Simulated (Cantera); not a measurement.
Charge: 1 mol Si, 0.35 mol H2O, 4.9 mol N2, at 1425 K and 0.100 bar.

Cantera equilibrium calculation (NASA polynomials, part measured and part estimated; ideal gas, pure solids and liquids). Candidate condensed phases: H2O, Si, SiO2, Si2N2O, Si3N4; 35 gas species. N2 is the only nitrogen source here; it is nearly inert below about 1500 K, so the nitride shown seldom forms there in practice. Mutual solubility and eutectic melting of coexisting phases are not modelled. The numbers say what is thermodynamically allowed, not how fast it happens.

Base state: N2 0.926, H2 0.0745 (mole fractions); condensed: Si2N2O(s) + Si3N4(s).

Problem. What changes in the equilibrium state with this change: temperature from 1425 K to 2050 K?

Solution. 
| species | before | after |
|---|---|---|
| N2 | 0.926 | 0.873 |
| SiO | 6.04e-8 | 0.0624 |
| H2 | 0.0745 | 0.0615 |
| Si | <1e-9 | 0.000773 |
| Si2N | <1e-9 | 6.64e-5 |
| Si2N2O(s), mol | 0.350 | 0 |
| Si3N4(s), mol | 0.100 | 0 |
| Si(l), mol | 0 | 0.644 |
The tables' values for SiN are old estimates; treat these amounts as uncertain.
